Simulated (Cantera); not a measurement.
Input: 1 mol Al, 0.34 mol H2O, 8.1 mol N2, equilibrated at 19.0 Pa.

Cantera equilibrium calculation (NASA polynomials, part measured and part estimated; ideal gas, pure solids and liquids). Candidate condensed phases: Al, AlN, Al2O3, H2O; 35 gas species. Equilibrium is a limit: real reactors are often held back by kinetics, nucleation or transport. All values below are at 700 K.

Base state: N2 0.958, H2 0.0422 (mole fractions); condensed: AlN(s) + Al2O3(s).

Q: What changes in the equilibrium state with this change: H2O from 0.34 to 0.69 mol?

A: 
| species | before | after |
|---|---|---|
| N2 | 0.958 | 0.919 |
| H2 | 0.0422 | 0.0810 |
| AlN(s), mol | 0.773 | 0.540 |
| Al2O3(s), mol | 0.113 | 0.230 |
